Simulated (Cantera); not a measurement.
## Cu2O + H2 + H2O (hydrogen reduction and annealing atmospheres)

Input: 1 mol Cu2O, 0.4 mol H2, 1.3 mol H2O, held at 6.20 bar.

Cantera equilibrium calculation (NASA polynomials, part measured and part estimated; ideal gas, pure solids and liquids). Candidate condensed phases: Cu, CuO, Cu(OH)2, Cu2O, H2O; 12 gas species. Each liquid is taken as pure. Mutual solubility and eutectic melting of coexisting phases are not modelled. Equilibrium is a limit: real reactors are often held back by kinetics, nucleation or transport.

```
T (K)  x H2O      x O2      x H2      x OH      x Cu       x H       x O     x CuO  n Cu(s)  n Cu2O(s)  n Cu(l)  n Cu2O(l)
-----  -----  --------  --------  --------  --------  --------  --------  --------  -------  ---------  -------  ---------
875    1.000    <1e-12   2.18e-6  1.00e-11    <1e-12    <1e-12    <1e-12    <1e-12    0.800      0.600        0          0
975    1.000  6.01e-12   6.67e-6  3.23e-10    <1e-12  1.19e-12    <1e-12    <1e-12    0.800      0.600        0          0
1075   1.000  2.81e-10   1.68e-5   5.45e-9  4.12e-11  2.41e-11    <1e-12    <1e-12    0.800      0.600        0          0
1175   1.000   6.74e-9   3.65e-5   5.68e-8  9.76e-10  2.98e-10    <1e-12    <1e-12    0.800      0.600        0          0
1275   1.000   9.72e-8   7.11e-5   4.08e-7   1.40e-8   2.50e-9  1.40e-11  3.42e-12    0.800      0.600        0          0
1375   1.000   9.97e-7  0.000123   2.23e-6   1.33e-7   1.53e-8  2.55e-10  8.38e-11        0      0.600    0.800          0
1475   1.000   9.59e-6  0.000175   1.03e-5   8.64e-7   6.88e-8   3.57e-9   1.41e-9        0      0.600    0.799          0
1575   1.000   4.68e-5  0.000289   3.57e-5   4.41e-6   2.84e-7   2.94e-8   1.34e-8        0          0    0.799      0.600
1675   0.999  0.000144  0.000515   9.93e-5   1.84e-5   1.06e-6   1.65e-7   8.53e-8        0          0    0.799      0.600
1775   0.998  0.000386  0.000868  0.000245   6.51e-5   3.42e-6   7.55e-7   4.35e-7        0          0    0.800      0.600
1875   0.997  0.000921   0.00139  0.000549  0.000201   9.82e-6   2.93e-6   1.84e-6        0          0    0.802      0.599
1975   0.994   0.00199   0.00213   0.00113  0.000549   2.54e-5   9.87e-6   6.68e-6        0          0    0.807      0.596
2075   0.989   0.00396   0.00315   0.00215   0.00136   6.00e-5   2.95e-5   2.12e-5        0          0    0.818      0.590
```
x: gas mole fraction; n: condensed amount in mol.

From 875 K to 1275 K the condensed part is Cu(s) + Cu2O(s). From 1375 K to 1475 K the condensed part is Cu(l) + Cu2O(s). From 1575 K to 2075 K the condensed part is Cu(l) + Cu2O(l).
